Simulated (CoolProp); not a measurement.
Tetrahydrofuran along the isobar 64.7 bar: Z from the reference equation and from simpler models built on Tc = 540.2 K, pc = 53.04 bar, ω = 0.234; each cubic takes its own stable root.

Model: reference Helmholtz-energy equation of state, Fiedler 2023, in CoolProp.

```json
[
 {"T (K)": "413.5", "phase": "liquid", "reference": "0.1797"},
 {"T (K)": "417.4", "phase": "liquid", "reference": "0.1793"},
 {"T (K)": "421.3", "phase": "liquid", "reference": "0.1788"},
 {"T (K)": "425.2", "phase": "liquid", "reference": "0.1784"},
 {"T (K)": "429", "phase": "liquid", "reference": "0.1781"},
 {"T (K)": "432.9", "phase": "liquid", "reference": "0.1777"},
 {"T (K)": "436.8", "phase": "liquid", "reference": "0.1775"},
 {"T (K)": "440.7", "phase": "liquid", "reference": "0.1772"},
 {"T (K)": "444.6", "phase": "liquid", "reference": "0.1770"},
 {"T (K)": "448.5", "phase": "liquid", "reference": "0.1769"},
 {"T (K)": "452.4", "phase": "liquid", "reference": "0.1768"},
 {"T (K)": "456.3", "phase": "liquid", "reference": "0.1768"},
 {"T (K)": "460.2", "phase": "liquid", "reference": "0.1768"},
 {"T (K)": "464", "phase": "liquid", "reference": "0.1769"},
 {"T (K)": "467.9", "phase": "liquid", "reference": "0.1770"},
 {"T (K)": "471.8", "phase": "liquid", "reference": "0.1772"}
]
```

Q: How far does each simpler model (van der Waals, Soave-Redlich-Kwong, Peng-Robinson) lie from the reference over these 16 states: mean and median of the absolute difference, and the worst?

A: 
- van der Waals: mean 56.5 %, median 56.5 %, worst +57.2 % at 413.5 K and 64.7 bar
- Soave-Redlich-Kwong: mean 9.4 %, median 9.2 %, worst +11.3 % at 471.8 K and 64.7 bar
- Peng-Robinson: mean 3.2 %, median 3.4 %, worst -4.5 % at 413.5 K and 64.7 bar
